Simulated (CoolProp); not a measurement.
Properties of R123 at several states (Tc = 183.7 °C, pc = 3.662 MPa, ω = 0.282).

Model: reference Helmholtz-energy equation of state, Younglove 1994, in CoolProp. It is a modified Benedict-Webb-Rubin equation, recast in Helmholtz form.

```tsv
T (°C)	p (MPa)	phase	expansivity (1/kK)	Prandtl number
-1.75	0.0806	liquid	[?]	[?]
167.85	0.0739	gas	2.332	[?]
154.95	2.38	liquid	[?]	[?]
177.45	0.0873	gas	2.288	[?]
177.45	15.9	liquid	2.540	[?]
```

Question: Complete the blanks.

Answer: 
- -1.75, expansivity (1/kK): 1.581
- -1.75, Prandtl number: 6.78
- 167.85, Prandtl number: 0.734
- 154.95, expansivity (1/kK): 7.224
- 154.95, Prandtl number: 3.32
- 177.45, Prandtl number: 0.732
- 177.45, Prandtl number: 3.01

Viscosity comes from a separate model (Tanaka 1996). Thermal conductivity comes from a separate model (Laesecke 1996).
